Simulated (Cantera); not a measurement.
A closed system holds: 1 mol SiCl₄, 0.67 mol CH₄, 6.1 mol H₂, 0.38 mol C₂H₄, at 41.3 Torr.

Cantera equilibrium calculation (NASA polynomials, part measured and part estimated; ideal gas, pure solids and liquids). Candidate condensed phases: C, C₆H₆, C₇H₈, C₈H₁₈, Si, SiC; 109 gas species. Gases not in the tables: Si₂H₆ and higher silanes. Equilibrium is a limit: real reactors are often held back by kinetics, nucleation or transport.

Task: What share of the Si ends up in condensed phases as a function of T (°C), at 752, 902, 1052, 1202, 1352, 1502, 1652, 1802, 1952, 2102, 2252?

Result: 
```csv
T (°C),Si condensed (%),as
752,37.9,SiC(s)
902,67.5,SiC(s)
1052,87.2,SiC(s)
1202,91.8,SiC(s)
1352,89.4,SiC(s)
1502,84.4,SiC(s)
1652,78.1,SiC(s)
1802,71.0,SiC(s)
1952,62.6,SiC(s)
2102,47.5,SiC(s)
2252,0.0,-
```
